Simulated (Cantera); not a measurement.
Cantera with NASA thermochemical tables; ideal gases at 1 bar, condensed phases pure. Values are per mole of reaction as written; species without (g) are pure solids or liquids, kept so even where they would boil at 1 bar.

3 CaO + 3 S ⇌ 3 CaS + O₃(g), with ΔH° = 627.4 kJ and ΔS° = 197.8 J/K at 300 K.

Task: How far is the shortcut ΔG° ≈ ΔH°(300 K) − T·ΔS°(300 K) from the full temperature-dependent value at 623, 723, 823, 923, 1023 K?

Result: 
```json
[
 {"T (K)": "623", "shortcut (kJ)": "504.2", "full (kJ)": "513.1", "difference (kJ)": "-9.0", "difference in log10 K": "0.75", "condensed phases": "CaO(s), S(l), CaS(s)"},
 {"T (K)": "723", "shortcut (kJ)": "484.4", "full (kJ)": "498.8", "difference (kJ)": "-14.4", "difference in log10 K": "1.04", "condensed phases": "CaO(s), S(l), CaS(s)"},
 {"T (K)": "823", "shortcut (kJ)": "464.6", "full (kJ)": "484.9", "difference (kJ)": "-20.3", "difference in log10 K": "1.29", "condensed phases": "CaO(s), S(l), CaS(s)"},
 {"T (K)": "923", "shortcut (kJ)": "444.8", "full (kJ)": "471.5", "difference (kJ)": "-26.7", "difference in log10 K": "1.51", "condensed phases": "CaO(s), S(l), CaS(s)"},
 {"T (K)": "1023", "shortcut (kJ)": "425.1", "full (kJ)": "458.6", "difference (kJ)": "-33.6", "difference in log10 K": "1.71", "condensed phases": "CaO(s), S(l), CaS(s)"}
]
```
The shortcut ignores heat capacities and the phase changes listed.
